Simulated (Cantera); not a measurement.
Input: 1 mol Fe3O4, 4.6 mol CO, 0.26 mol H2, equilibrated at 850 °C and 430 Pa.

These are equilibrium values from Cantera (NASA tables, ideal gas, pure condensed phases), not measurements of a reactor. Candidate condensed phases: C, C6H6, C7H8, C8H18, Fe, Fe(CO)5, FeO, Fe(OH)2, Fe(OH)3, Fe2O3, Fe3O4, H2O; 114 gas species. The tables' stoichiometric FeO is somewhat more stable than real wüstite, so its field is too wide. FeO: taken at fixed stoichiometry. Equilibrium is a limit: real reactors are often held back by kinetics, nucleation or transport.

Q: What is the equilibrium state?

A: x(CO): 0.753
x(CO2): 0.194
x(H2): 0.0417
x(H2O): 0.0118
n(FeO(s)): 3.00 mol
gas amount: 4.860 mol
log10 activity of Fe(α) (absent): -0.07
log10 activity of C(graphite) (absent): -3.12
log10 activity of Fe(OH)2(s) (absent): -9.39
